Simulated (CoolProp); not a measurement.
Aqueous ethanol as a coolant, at 7 °C, 1 atm.

Values from CoolProp's Melinder's fits for secondary coolants.

```tsv
mass %	freezing point (°C)	conductivity (W/(m K))	density (kg/m³)	Prandtl number	cp (kJ/(kg K))
3.6	-1.5	0.551	993.2	13.3	4.275
8.3	-3.5	0.522	986.5	18.5	4.349
12.9	[?]	0.495	981.2	24.7	4.383
17.6	-9.2	[?]	976.3	31.7	4.375
22.2	-13.0	0.442	971.4	38.7	4.329
26.9	-17.2	0.418	965.7	45.1	4.249
31.6	-21.7	0.394	959.0	50.2	4.148
36.2	-26.1	0.373	951.5	53.7	4.039
40.9	[?]	0.352	942.9	55.8	3.924
45.5	-34.2	0.332	933.6	[?]	3.815
```

Task: Some entries are withheld; supply them.

Result: 
- 12.9, freezing point (°C): -6.0
- 17.6, conductivity (W/(m K)): 0.468
- 40.9, freezing point (°C): -30.3
- 45.5, Prandtl number: 56.7
